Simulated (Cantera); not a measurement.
Charge: 1 mol Si3N4, 0.11 mol N2O, 840 mol H2, equilibrated at 0.130 Pa.

Equilibrium computed with Cantera from the NASA thermochemical tables; the gas is ideal and each condensed phase is pure. Candidate condensed phases: H2O, Si, SiO2, Si2N2O, Si3N4; 35 gas species. Mutual solubility and eutectic melting of coexisting phases are not modelled. Equilibrium is a limit: real reactors are often held back by kinetics, nucleation or transport.

x: gas mole fraction; n: condensed amount in mol.

```csv
T (K),x H2,x H,x Si,x N2,x SiO,n Si(s),n Si2N2O(s)
1148,0.998,6.28e-5,1.40e-7,0.00239,1.47e-5,2.79,0.0976
1198,0.997,0.000166,9.90e-7,0.00251,0.000131,2.89,0
1248,0.997,(withheld),(withheld),0.00250,0.000131,2.88,0
1298,0.996,0.000938,3.13e-5,0.00250,0.000131,2.86,0
1348,0.995,(withheld),(withheld),0.00250,0.000130,2.77,0
1398,0.993,0.00413,0.000599,0.00250,0.000130,2.38,0
1448,0.987,0.00803,0.00225,0.00249,0.000130,0.970,0
1498,0.979,0.0149,0.00338,0.00248,0.000129,0,0
1548,0.967,0.0266,0.00336,0.00246,0.000128,0,0
1598,0.949,0.0455,0.00333,0.00244,0.000127,0,0
1648,0.919,0.0749,0.00328,0.00240,0.000125,0,0
1698,0.876,0.119,0.00321,0.00235,0.000122,0,0
```

Question: What belongs in the gaps?

Answer: 
- 1348, x H: 0.00202
- 1348, x Si: 0.000145
- 1248, x H: 0.000409
- 1248, x Si: 5.97e-6
